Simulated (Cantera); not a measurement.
**Reactions in the system Cr-N-O**

Source: NASA polynomial tables (part measured, part estimated), evaluated in Cantera. Values are per mole of reaction as written; species without (g) are pure solids or liquids, kept so even where they would boil at 1 bar.

Cr2N + 3 N2O(g) → 7 N(g) + Cr2O3

```json
[
 {"T (K)": "300", "ΔH° (kJ)": "2054.5", "ΔS° (J/K)": "428.5", "ΔG° (kJ)": "1926.0", "log10 K": "-335.34"},
 {"T (K)": "423", "ΔH° (kJ)": "2062.9", "ΔS° (J/K)": "452.0", "ΔG° (kJ)": "1871.7", "log10 K": "-231.12"},
 {"T (K)": "498", "ΔH° (kJ)": "2066.7", "ΔS° (J/K)": "460.4", "ΔG° (kJ)": "1837.4", "log10 K": "-192.72"},
 {"T (K)": "573", "ΔH° (kJ)": "2070.0", "ΔS° (J/K)": "466.6", "ΔG° (kJ)": "1802.7", "log10 K": "-164.33"},
 {"T (K)": "648", "ΔH° (kJ)": "2072.9", "ΔS° (J/K)": "471.4", "ΔG° (kJ)": "1767.5", "log10 K": "-142.47"},
 {"T (K)": "723", "ΔH° (kJ)": "2075.6", "ΔS° (J/K)": "475.2", "ΔG° (kJ)": "1732.0", "log10 K": "-125.13"},
 {"T (K)": "798", "ΔH° (kJ)": "2077.8", "ΔS° (J/K)": "478.2", "ΔG° (kJ)": "1696.2", "log10 K": "-111.03"},
 {"T (K)": "873", "ΔH° (kJ)": "2079.8", "ΔS° (J/K)": "480.5", "ΔG° (kJ)": "1660.2", "log10 K": "-99.34"},
 {"T (K)": "948", "ΔH° (kJ)": "2081.3", "ΔS° (J/K)": "482.3", "ΔG° (kJ)": "1624.2", "log10 K": "-89.49"},
 {"T (K)": "1023", "ΔH° (kJ)": "2082.6", "ΔS° (J/K)": "483.6", "ΔG° (kJ)": "1587.9", "log10 K": "-81.08"},
 {"T (K)": "1098", "ΔH° (kJ)": "2083.6", "ΔS° (J/K)": "484.5", "ΔG° (kJ)": "1551.6", "log10 K": "-73.81"},
 {"T (K)": "1173", "ΔH° (kJ)": "2084.4", "ΔS° (J/K)": "485.2", "ΔG° (kJ)": "1515.2", "log10 K": "-67.47"}
]
```
